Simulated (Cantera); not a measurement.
A closed system holds: 1 mol TEOS, 8.2 mol O2, at 1098.15 K and 75.0 Torr.

Method: chemical equilibrium by Gibbs-energy minimisation in Cantera with the NASA 1993 tables (ideal gas, pure condensed phases). Candidate condensed phases: C, C6H6, C7H8, C8H18, H2O, Si, SiC, SiO2; 123 gas species. The feed counts by its element totals alone. Equilibrium is a limit: real reactors are often held back by kinetics, nucleation or transport.

Base state: H2O 0.321, CO2 0.256, H2 0.234, CO 0.188 (mole fractions); condensed: SiO2(β-quartz).

What changes in the equilibrium state with this change: O2 from 8.2 to 13 mol?


```json
[
 {"species": "H2O", "before": "0.321", "after": "0.526"},
 {"species": "CO2", "before": "0.256", "after": "0.421"},
 {"species": "O2", "before": "<1e-9", "after": "0.0526"},
 {"species": "H2", "before": "0.234", "after": "9.13e-9"},
 {"species": "CO", "before": "0.188", "after": "7.36e-9"},
 {"species": "SiO2(β-quartz), mol", "before": "1.00", "after": "1.00"}
]
```
